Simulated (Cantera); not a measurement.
An isothermal, constant-pressure homogeneous reactor starts with NO : N₂ = 1 : 1.9 (molar parts), at 2100 K and 0.987 atm. Integrator tolerance rtol = 1e-08.

Detailed kinetics in Cantera: GRI-Mech 3.0 (53 species, 325 reactions).

### Question
What does this change do: temperature 2100 to 1698 K?

### Answer
```tsv
quantity	before	after
x(NO) at 20.0 s	0.00912 (gas-phase equilibrium 0.00912)	0.144 (gas-phase equilibrium 0.00267)
x(NO₂) at 20.0 s	1.20e-5 (gas-phase equilibrium 1.20e-5)	0.000313 (gas-phase equilibrium 7.57e-6)
x(N₂O) at 20.0 s	5.20e-7 (gas-phase equilibrium 5.20e-7)	8.00e-6 (gas-phase equilibrium 1.60e-7)
x(O₂) at 20.0 s	0.168 (gas-phase equilibrium 0.168)	0.100 (gas-phase equilibrium 0.171)
x(N₂) at 20.0 s	0.823 (gas-phase equilibrium 0.823)	0.756 (gas-phase equilibrium 0.826)
```

### Question
What does this change do: pressure from 0.987 atm to 0.0263 atm?

### Answer
| quantity | before | after |
|---|---|---|
| x(NO) at 20.0 s | 0.00912 (gas-phase equilibrium 0.00912) | 0.0101 (gas-phase equilibrium 0.00907) |
| x(NO₂) at 20.0 s | 1.20e-5 (gas-phase equilibrium 1.20e-5) | 2.16e-6 (gas-phase equilibrium 1.93e-6) |
| x(N₂O) at 20.0 s | 5.20e-7 (gas-phase equilibrium 5.20e-7) | 8.97e-8 (gas-phase equilibrium 8.44e-8) |
| x(O₂) at 20.0 s | 0.168 (gas-phase equilibrium 0.168) | 0.165 (gas-phase equilibrium 0.166) |
| x(N₂) at 20.0 s | 0.823 (gas-phase equilibrium 0.823) | 0.821 (gas-phase equilibrium 0.822) |
Radical loss at walls, strong at low pressure, is not modelled.
